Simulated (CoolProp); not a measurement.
A closed Brayton cycle with carbon dioxide: compressor inlet 305.15 K and 9.4 MPa, high pressure 29.9 MPa, turbine inlet 880 K, compressor efficiency 0.8, turbine efficiency 0.85, recuperator effectiveness 0.95 (on enthalpy, no pinch check). Each further row changes one setting.

Model: reference Helmholtz-energy equation of state, Span 1996, in CoolProp.

```csv
case,thermal efficiency (%),net work (kJ/kg),compressor to turbine work,compressor exit (K),turbine exit (K)
as stated,39.4,120,0.21,335.2,743.9
turbine inlet 830 K,37.7,110,0.23,335.2,698.5
compressor inlet 315.15 K,37.7,110,0.28,370.9,743.9
high pressure 25.4 MPa,38.3,107,0.19,329.8,762.4
recuperator effectiveness 0.5,22.5,120,0.21,335.2,743.9
```
